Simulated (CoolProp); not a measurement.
Computed with CoolProp (reference Helmholtz-energy equation of state, Schroeder 2014).

Give the vapour pressure (MPa), vapour density (kg/m³), enthalpy of vaporisation (kJ/kg), liquid cp (kJ/(kg K)) of saturated ethanol at 402.3 K.


```json
[
 {"T (K)": "402.3", "p (MPa)": "0.560", "vapour density (kg/m³)": "8.55", "enthalpy of vaporisation (kJ/kg)": "746", "liquid cp (kJ/(kg K))": "3.55"}
]
```
